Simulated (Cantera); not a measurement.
**Ignition delay**

Mixture: CH4 : O2 : N2 : H2 = 1 : 4.76 : 17.1 : 0.088 (molar parts), at 16.0 bar, adiabatic and at constant pressure. Ignition delay is the time to a rise of 400 K.

Cantera simulation using GRI-Mech 3.0 (53 species, 325 reactions); the numbers are that mechanism's predictions, not measurements. The pressure lies above the range GRI-Mech 3.0 was tuned for (to about 10 atm).

```csv
T0 (K),delay (ms)
1298,0.367
1348,0.231
1398,0.149
1448,0.0979
1498,0.0656
1548,0.0448
```

| Property | Value |
|---|---|
| apparent activation energy between 1448 and 1548 K | 150 kJ/mol |
